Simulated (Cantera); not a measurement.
Charge: 1 mol Si₃N₄, 3.8 mol H₂, held at 1773 K and 133 Pa.

Equilibrium computed with Cantera from the NASA thermochemical tables; the gas is ideal and each condensed phase is pure. Candidate condensed phases: Si, Si₃N₄; 18 gas species. The tables' values for SiN are old estimates; treat these amounts as uncertain. Gases not in the tables: Si₂H₆ and higher silanes. Kinetics and transport are ignored.

Base state: H₂ 0.649, N₂ 0.343, H 0.00628, Si 0.00160, SiH 5.80e-5, Si₂N 2.72e-5, SiN 1.64e-5, SiH₂ 1.60e-5 (mole fractions); condensed: Si(l).

Question: What changes in the equilibrium state with this change: temperature from 1773 K to 1248 K?

Answer: 
| species | before | after |
|---|---|---|
| H₂ | 0.649 | 1.000 |
| N₂ | 0.343 | 8.94e-5 |
| H | 0.00628 | 1.28e-5 |
| SiH₂ | 1.60e-5 | 3.02e-8 |
| Si | 0.00160 | 5.82e-9 |
| Si₂N | 2.72e-5 | <1e-9 |
| SiH | 5.80e-5 | 2.37e-9 |
| SiN | 1.64e-5 | <1e-9 |
| Si(l), mol | 2.99 | 0 |
| Si(s), mol | 0 | 0.000510 |
| Si₃N₄(s), mol | 0 | 1.000 |
Mutual solubility and eutectic melting of coexisting phases are not modelled.

Question: What changes in the equilibrium state with this change: Si₃N₄ replaced by BN?

Answer: 
```json
[
 {"species": "H₂", "before": "0.649", "after": "0.990"},
 {"species": "H", "before": "0.00628", "after": "0.00775"},
 {"species": "N₂", "before": "0.343", "after": "0.00192"},
 {"species": "Si", "before": "0.00160", "after": "0"},
 {"species": "BH₂", "before": "0", "after": "0.000106"},
 {"species": "SiH", "before": "5.80e-5", "after": "0"},
 {"species": "Si₂N", "before": "2.72e-5", "after": "0"},
 {"species": "SiN", "before": "1.64e-5", "after": "0"},
 {"species": "Si(l), mol", "before": "2.99", "after": "0"},
 {"species": "B(s), mol", "before": "0", "after": "0.0143"},
 {"species": "BN(s), mol", "before": "0", "after": "0.985"}
]
```
Mutual solubility and eutectic melting of coexisting phases are not modelled. The tables' values for BH₂ are old estimates; treat these amounts as uncertain. Further candidate phases: B, BN.
